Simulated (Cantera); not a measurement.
Cantera with NASA thermochemical tables; ideal gases at 1 bar, condensed phases pure. Values are per mole of reaction as written; species without (g) are pure solids or liquids, kept so even where they would boil at 1 bar.

Zr + O₂(g) ⇌ ZrO₂(g)

| T (K) | ΔH° (kJ) | ΔS° (J/K) | ΔG° (kJ) | log10 K | condensed phases |
|---|---|---|---|---|---|
| 850 | [?] | [?] | [?] | [?] | Zr(α) |
| 950 | -290.7 | 21.8 | -311.4 | 17.12 | Zr(α) |
| 1050 | -291.7 | 20.8 | -313.5 | 15.60 | Zr(α) |
| 1150 | -296.7 | 16.3 | -315.5 | 14.33 | Zr(β) |
| 1250 | [?] | [?] | [?] | [?] | Zr(β) |

Task: Fill in the missing entries.

Result: 
- 850, ΔH° (kJ): -289.9
- 850, ΔS° (J/K): 22.7
- 850, ΔG° (kJ): -309.2
- 850, log10 K: 19.00
- 1250, ΔH° (kJ): -297.5
- 1250, ΔS° (J/K): 15.7
- 1250, ΔG° (kJ): -317.1
- 1250, log10 K: 13.25
